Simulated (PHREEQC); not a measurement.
1 kg of water holding 0.16 mol KHCO3, 0.21 mol K2CO3 and 0.0051 mol KCl is evaporated at 30 °C; the solids stay in contact with the brine. CO2 is held at log p = -3.4 (atm). Solids allowed: Kalicinite, Sylvite. Others were left out.

Base run: PHREEQC, Pitzer model, pitzer.dat. Each further column changes one thing. The table gives ionic strength.

```csv
H2O removed (mol),base,temperature from 30 to 25 °C
0,0.820,[?]
18.01,1.23,[?]
30.18,1.83,1.83
38.4,2.73,[?]
46.01,4.94,[?]
49.09,7.30,[?]
51.17,10.7,10.7
52.58,14.2,15.1
53.53,14.2,15.1
54.41,14.2,15.1
54.76,14.2,15.1
55.01,14.2,15.1
55.17,14.2,[?]
```

Task: Some entries are withheld; supply them.

Result: 
- 0, temperature from 30 to 25 °C: 0.815
- 18.01, temperature from 30 to 25 °C: 1.22
- 38.4, temperature from 30 to 25 °C: 2.72
- 46.01, temperature from 30 to 25 °C: 4.92
- 49.09, temperature from 30 to 25 °C: 7.28
- 55.17, temperature from 30 to 25 °C: 15.0
